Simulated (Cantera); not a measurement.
A closed system holds: 1 mol SiH2Cl2, 40 mol N2, equilibrated at 100000 Pa.

Equilibrium computed with Cantera from the NASA thermochemical tables; the gas is ideal and each condensed phase is pure. Candidate condensed phases: NH4Cl, Si, Si3N4; 28 gas species. N2 is the only nitrogen source here; it is nearly inert below about 1500 K, so the nitride shown seldom forms there in practice. The tables' values for SiCl3 are old estimates; treat these amounts as uncertain. Kinetics and transport are ignored.

x: gas mole fraction; n: condensed amount in mol.

| T (K) | x N2 | x HCl | x H2 | x SiCl2 | x SiCl4 | x SiCl3 | x Cl | n Si3N4(s) |
|---|---|---|---|---|---|---|---|---|
| 823 | 0.957 | 0.0285 | 0.00998 | 9.47e-12 | 0.00499 | 2.29e-8 | 2.14e-12 | 0.265 |
| 973 | 0.956 | 0.0311 | 0.00866 | 5.20e-9 | 0.00433 | 8.86e-7 | 3.41e-10 | 0.274 |
| 1123 | 0.955 | 0.0329 | 0.00778 | 5.13e-7 | 0.00387 | 1.27e-5 | 1.41e-8 | 0.280 |
| 1273 | 0.955 | 0.0340 | 0.00718 | [?] | [?] | 9.42e-5 | [?] | 0.283 |
| 1423 | 0.955 | 0.0346 | 0.00688 | 0.000244 | 0.00297 | 0.000428 | 2.27e-6 | 0.283 |
| 1573 | 0.954 | 0.0338 | 0.00727 | [?] | [?] | 0.00113 | [?] | 0.267 |
| 1723 | 0.953 | 0.0297 | 0.00923 | 0.00605 | 0.000560 | 0.00134 | 4.36e-5 | 0.223 |
| 1873 | 0.952 | 0.0229 | 0.0125 | 0.0111 | 8.99e-5 | 0.000839 | 9.99e-5 | 0.167 |

Some entries are withheld; supply them.


- 1573, x SiCl2: 0.00179
- 1573, x SiCl4: 0.00187
- 1573, x Cl: 1.28e-5
- 1273, x SiCl2: 1.66e-5
- 1273, x SiCl4: 0.00350
- 1273, x Cl: 2.43e-7
